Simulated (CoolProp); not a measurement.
R143a at 460.3 K and 2.67 MPa flows at 0.54 m/s in a round tube of 50 mm bore and 0.25 µm roughness, fully developed (64/Re and Nu = 3.66 if laminar; Colebrook and Gnielinski if turbulent). Each further row changes one setting.

Model: reference Helmholtz-energy equation of state, Lemmon and Jacobsen 2000, in CoolProp.

```json
[
 {"case": "as stated", "Reynolds number": "96300", "Darcy friction factor": "0.0182", "pressure drop (Pa/m)": "?", "heat-transfer coefficient (W/(m² K))": "118", "mass flow (kg/h)": "?"},
 {"case": "velocity 1.08 m/s", "Reynolds number": "193000", "Darcy friction factor": "0.0158", "pressure drop (Pa/m)": "?", "heat-transfer coefficient (W/(m² K))": "204", "mass flow (kg/h)": "?"},
 {"case": "diameter 100 mm", "Reynolds number": "193000", "Darcy friction factor": "0.0158", "pressure drop (Pa/m)": "?", "heat-transfer coefficient (W/(m² K))": "?", "mass flow (kg/h)": "988"}
]
```

**Question.** Complete the blanks.

**Answer.** 
- as stated, pressure drop (Pa/m): 3.42
- as stated, mass flow (kg/h): 247
- velocity 1.08 m/s, pressure drop (Pa/m): 11.9
- velocity 1.08 m/s, mass flow (kg/h): 494
- diameter 100 mm, pressure drop (Pa/m): 1.49
- diameter 100 mm, heat-transfer coefficient (W/(m² K)): 102

Viscosity comes from a separate model (Klein 1997), an estimate that may be off by 10 % or more. Thermal conductivity comes from a separate model (McLinden 2000), an estimate that may be off by 10 % or more.
